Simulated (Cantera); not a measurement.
Charge: 1 mol SiH2Cl2, 23 mol H2, 1.1 mol C2H2, at 1950 °C and 18.8 Torr.

Equilibrium computed with Cantera from the NASA thermochemical tables; the gas is ideal and each condensed phase is pure. The tables' values for SiCl are old estimates; treat these amounts as uncertain. Gases not in the tables: Si2H6 and higher silanes. Rates play no part.

| species | before | after |
|---|---|---|
| H2 | 0.883 | 0.893 |
| HCl | 0.0700 | 0.0712 |
| H | 0.0381 | 0.0292 |
| Si | 0.00212 | 0.00115 |
| SiC2 | 0.000222 | 0.000100 |
| Si2C | 0.000134 | 6.17e-5 |
| SiH | 0.000133 | 7.97e-5 |
| SiCl | 0.000282 | 0.000187 |
| SiH2 | 3.37e-5 | 2.35e-5 |
| Cl | 0.00219 | 0.00170 |
| C(graphite), mol | 1.16 | 1.16 |
| SiC(s), mol | 0.886 | 0.926 |
Gas species are given as mole fractions.

### Question
What was changed between the two runs?
A. temperature from 1950 °C to 1902 °C
B. C2H2 from 1.1 to 0.22 mol
C. temperature from 1950 °C to 2200 °C
D. H2 from 23 to 77 mol

### Answer
A, temperature from 1950 °C to 1902 °C
